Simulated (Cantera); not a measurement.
## Carbothermic reduction: SiO2 + CO + N2

Charge: 1 mol SiO2, 0.8 mol CO, 9.6 mol N2, at 1625 K and 7.50 Torr.

Equilibrium computed with Cantera from the NASA thermochemical tables; the gas is ideal and each condensed phase is pure. Candidate condensed phases: C, Si, SiC, SiO2, Si2N2O, Si3N4; 34 gas species. The tables hold silica as quartz up to 1696 K and as liquid above; real silica turns to tridymite and cristobalite and melts near 1996 K. Equilibrium is a limit: real reactors are often held back by kinetics, nucleation or transport.

The x(N2) is 0.923. The x(CO) is 0.0766 and the x(SiO) is 0.000343. The x(CO2) comes out as 0.000343 and the n(SiO2(β-quartz)) comes out as 0.996 mol. The gas amount comes out as 10.40 mol and the log10 activity of C(graphite) (absent) is -4.39. The log10 activity of Si(s) (absent) is -6.18.
